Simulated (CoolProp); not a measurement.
Properties of n-butane along the isobar 457 kPa (Tc = 425.1 K, pc = 3796 kPa, ω = 0.201).

Model: reference Helmholtz-energy equation of state, Bücker 2006, in CoolProp.

```json
[
 {"T (K)": "356.7", "phase": "gas", "speed of sound (m/s)": "218.9", "Joule-Thomson coefficient (K/MPa)": "15.44", "isothermal compressibility (1/MPa)": "2.388", "viscosity (µPa s)": "8.91"},
 {"T (K)": "366.5", "phase": "gas", "speed of sound (m/s)": "223.2", "Joule-Thomson coefficient (K/MPa)": "14.02", "isothermal compressibility (1/MPa)": "2.367", "viscosity (µPa s)": "9.15"},
 {"T (K)": "376.2", "phase": "gas", "speed of sound (m/s)": "227.2", "Joule-Thomson coefficient (K/MPa)": "12.80", "isothermal compressibility (1/MPa)": "2.348", "viscosity (µPa s)": "9.39"},
 {"T (K)": "386", "phase": "gas", "speed of sound (m/s)": "231.2", "Joule-Thomson coefficient (K/MPa)": "11.73", "isothermal compressibility (1/MPa)": "2.332", "viscosity (µPa s)": "9.63"},
 {"T (K)": "395.7", "phase": "gas", "speed of sound (m/s)": "234.9", "Joule-Thomson coefficient (K/MPa)": "10.79", "isothermal compressibility (1/MPa)": "2.319", "viscosity (µPa s)": "9.86"},
 {"T (K)": "405.5", "phase": "gas", "speed of sound (m/s)": "238.6", "Joule-Thomson coefficient (K/MPa)": "9.951", "isothermal compressibility (1/MPa)": "2.307", "viscosity (µPa s)": "10.1"},
 {"T (K)": "415.2", "phase": "gas", "speed of sound (m/s)": "242.1", "Joule-Thomson coefficient (K/MPa)": "9.215", "isothermal compressibility (1/MPa)": "2.296", "viscosity (µPa s)": "10.3"},
 {"T (K)": "425", "phase": "gas", "speed of sound (m/s)": "245.6", "Joule-Thomson coefficient (K/MPa)": "8.551", "isothermal compressibility (1/MPa)": "2.287", "viscosity (µPa s)": "10.6"},
 {"T (K)": "434.7", "phase": "gas", "speed of sound (m/s)": "249.0", "Joule-Thomson coefficient (K/MPa)": "7.962", "isothermal compressibility (1/MPa)": "2.279", "viscosity (µPa s)": "10.8"},
 {"T (K)": "444.5", "phase": "gas", "speed of sound (m/s)": "252.3", "Joule-Thomson coefficient (K/MPa)": "7.426", "isothermal compressibility (1/MPa)": "2.271", "viscosity (µPa s)": "11.0"},
 {"T (K)": "454.2", "phase": "gas", "speed of sound (m/s)": "255.5", "Joule-Thomson coefficient (K/MPa)": "6.947", "isothermal compressibility (1/MPa)": "2.265", "viscosity (µPa s)": "11.3"},
 {"T (K)": "464", "phase": "gas", "speed of sound (m/s)": "258.6", "Joule-Thomson coefficient (K/MPa)": "6.509", "isothermal compressibility (1/MPa)": "2.259", "viscosity (µPa s)": "11.5"}
]
```

Viscosity comes from a separate model (Vogel 1999).
